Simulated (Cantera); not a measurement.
Cantera run:

```python
import numpy as np
import cantera as ct

gas_names = """
    CL CLO CL2 Fe FeCL FeCL2 FeCL3 FeO Fe(OH)2 Fe2CL4 Fe2CL6 H HCL HOCL HO2 H2 H2O H2O2 O OH O2 O3
""".split()
cond_names = """
    Fe(a) Fe(c) Fe(d) Fe(L) FeCL2(s) FeCL2(L) FeCL3(s) FeCL3(L) FeO(s) FeO(L) Fe(OH)2(s) Fe(OH)3(s)
    Fe2O3(s) Fe3O4(s) H2O(s) H2O(L)
""".split()


# ... load() reads the species with a 1 bar reference pressure and builds the phases ...
atoms = {
    'Fe3O4': {'Fe': 3, 'O': 4},
    'Cl2': {'CL': 2},
    'H2': {'H': 2},
}
top_T = {'Fe2O3(s)': 1830, 'Fe3O4(s)': 1870}  # K; cautious upper limits of use, not melting points


# ... equilibrate(T, P, feed) seeds the gas with the atoms and calls Mixture.equilibrate('TP', solver="gibbs", rtol=1e-10, max_steps=50000) ...
results = []
feed = {'Fe3O4': 1, 'Cl2': 0.67, 'H2': 0.14}  # mol
P = 9100  # Pa
for T in [798, 898, 998, 1098, 1198, 1298, 1398, 1498, 1598, 1698]:
    mix = equilibrate(T, P, feed)
    results.append((T, P, feed, dict(zip(mix.species_names, mix.species_moles))))
    x = sorted(zip(gas.X, gas.species_names), reverse=True)
    print(f"T = {T:g} K  P = {P:g} Pa  gas = {mix.phase_moles(0):.4g} mol")
    print("   x: " + "  ".join(f"{s} {v:.3e}" for v, s in x if v > 1e-05))
    print("   condensed (mol): " + ("  ".join(f"{mix.phase(i).name} {mix.phase_moles(i):.4g}"
          for i in range(1, mix.n_phases) if mix.phase_moles(i) > 1e-12) or "none"))
```

Result:

```
T = 798 K  P = 9100 Pa  gas = 0.5138 mol
   x: HCL 5.427e-01  Fe2CL6 2.519e-01  FeCL3 1.455e-01  CL2 5.851e-02  H2O 1.119e-03  FeCL2 2.444e-04
   condensed (mol): Fe2O3(s) 1.333
T = 898 K  P = 9100 Pa  gas = 0.5725 mol
   x: HCL 4.870e-01  FeCL3 3.286e-01  Fe2CL6 1.253e-01  CL2 5.431e-02  FeCL2 3.675e-03  H2O 1.040e-03  Fe2CL4 9.932e-05  CL 5.505e-05
   condensed (mol): Fe2O3(s) 1.333
T = 998 K  P = 9100 Pa  gas = 0.6274 mol
   x: HCL 4.439e-01  FeCL3 4.391e-01  CL2 5.854e-02  Fe2CL6 3.561e-02  FeCL2 2.086e-02  H2O 1.198e-03  Fe2CL4 4.670e-04  CL 3.024e-04  O2 1.181e-05
   condensed (mol): Fe2O3(s) 1.333
T = 1098 K  P = 9100 Pa  gas = 0.6582 mol
   x: FeCL3 4.302e-01  HCL 4.221e-01  CL2 7.560e-02  FeCL2 6.042e-02  Fe2CL6 7.743e-03  H2O 1.648e-03  CL 1.347e-03  Fe2CL4 8.190e-04  O2 1.670e-04
   condensed (mol): Fe2O3(s) 1.333
T = 1198 K  P = 9100 Pa  gas = 0.6857 mol
   x: HCL 4.037e-01  FeCL3 3.633e-01  FeCL2 1.221e-01  CL2 9.921e-02  CL 4.833e-03  H2O 2.332e-03  O2 2.038e-03  Fe2CL6 1.628e-03  Fe2CL4 9.143e-04
   condensed (mol): Fe2O3(s) 1.332
T = 1298 K  P = 9100 Pa  gas = 0.7255 mol
   x: HCL 3.794e-01  FeCL3 2.733e-01  FeCL2 2.061e-01  CL2 1.084e-01  O2 1.510e-02  CL 1.330e-02  H2O 3.239e-03  Fe2CL4 8.747e-04  Fe2CL6 3.319e-04  CLO 1.627e-05
   condensed (mol): Fe2O3(s) 1.325
T = 1398 K  P = 9100 Pa  gas = 0.7915 mol
   x: HCL 3.448e-01  FeCL2 3.167e-01  FeCL3 1.745e-01  CL2 8.058e-02  O2 5.162e-02  CL 2.634e-02  H2O 4.476e-03  Fe2CL4 8.149e-04  Fe2CL6 5.710e-05  CLO 5.100e-05
   condensed (mol): Fe2O3(s) 1.305
T = 1498 K  P = 9100 Pa  gas = 0.8691 mol
   x: FeCL2 4.233e-01  HCL 3.086e-01  O2 9.335e-02  FeCL3 8.802e-02  CL2 4.068e-02  CL 3.853e-02  H2O 6.772e-03  Fe2CL4 6.523e-04  CLO 8.755e-05  OH 2.974e-05
   condensed (mol): Fe2O3(s) 1.277
T = 1598 K  P = 9100 Pa  gas = 1.124 mol
   x: FeCL2 3.738e-01  O2 2.686e-01  HCL 2.330e-01  CL 5.654e-02  FeCL3 3.481e-02  CL2 2.467e-02  H2O 7.988e-03  Fe2CL4 2.529e-04  CLO 1.932e-04  OH 9.536e-05  O 2.433e-05  HOCL 1.249e-05
   condensed (mol): Fe3O4(s) 0.8467
T = 1698 K  P = 9100 Pa  gas = 1.155 mol
   x: FeCL2 4.040e-01  O2 2.734e-01  HCL 2.177e-01  CL 6.575e-02  FeCL3 1.533e-02  H2O 1.222e-02  CL2 1.089e-02  OH 2.438e-04  CLO 2.036e-04  Fe2CL4 1.599e-04  O 7.585e-05  HOCL 1.264e-05
   condensed (mol): Fe3O4(s) 0.8384
```

Equilibrium computed with Cantera from the NASA thermochemical tables; the gas is ideal and each condensed phase is pure. Condensed phases not in the tables: FeOCl.
